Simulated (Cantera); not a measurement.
Input (Python, Cantera) and output of one run.

```python
import numpy as np
import cantera as ct

gas_names = """
    AL ALN ALO ALO2 AL2 AL2O AL2O2 N NO NO2 NO3 N2 N2O O O2 O3
""".split()
cond_names = """
    AL(cr) AL(L) ALN(s) AL2O3(a) AL2O3(L)
""".split()


# ... load() reads the species with a 1 bar reference pressure and builds the phases ...
atoms = {
    'AlN': {'AL': 1, 'N': 1},
    'O2': {'O': 2},
    'N2': {'N': 2},
}
top_T = {'ALN(s)': 2750}  # K; cautious upper limits of use, not melting points


# ... equilibrate(T, P, feed) seeds the gas with the atoms and calls Mixture.equilibrate('TP', solver="vcs", rtol=1e-11, max_steps=5000) ...
results = []
feed = {'AlN': 1, 'O2': 0.25, 'N2': 2.8}  # mol
T = 775  # K
P = 170  # Pa
mix = equilibrate(T, P, feed)
results.append((T, P, feed, dict(zip(mix.species_names, mix.species_moles))))
x = sorted(zip(gas.X, gas.species_names), reverse=True)
print(f"T = {T:g} K  P = {P:g} Pa  gas = {mix.phase_moles(0):.4g} mol")
print("   x: " + "  ".join(f"{s} {v:.3e}" for v, s in x if v > 1e-06))
print("   condensed (mol): " + ("  ".join(f"{mix.phase(i).name} {mix.phase_moles(i):.4g}"
      for i in range(1, mix.n_phases) if mix.phase_moles(i) > 1e-12) or "none"))
```

Output:

```
T = 775 K  P = 170 Pa  gas = 2.967 mol
   x: N2 1.000e+00
   condensed (mol): ALN(s) 0.6667  AL2O3(a) 0.1667
```

Cantera equilibrium calculation (NASA polynomials, part measured and part estimated; ideal gas, pure solids and liquids).
